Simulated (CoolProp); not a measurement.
Properties of cis-2-butene along the isobar 5.27 MPa (Tc = 435.8 K, pc = 4.236 MPa, ω = 0.202).

The numbers come from the reference Helmholtz-energy equation of state, Lemmon 2005 in CoolProp. It is a short technical equation, of lower accuracy than the large ones.

```csv
T (K),phase,Z,expansivity (1/kK)
418.5,liquid,0.1939,6.016
428.6,liquid,0.2033,8.424
438.6,supercritical,0.2219,15.12
448.6,supercritical,0.2909,(withheld)
458.7,supercritical,0.4519,27.59
468.7,supercritical,(withheld),14.83
478.8,supercritical,0.5979,10.40
488.8,supercritical,0.6420,8.172
498.8,supercritical,0.6777,6.803
508.9,supercritical,0.7079,5.863
518.9,supercritical,0.7336,(withheld)
```

Problem. Complete the blanks.

Solution. 
- 448.6, expansivity (1/kK): 54.30
- 468.7, Z: 0.5393
- 518.9, expansivity (1/kK): 5.184
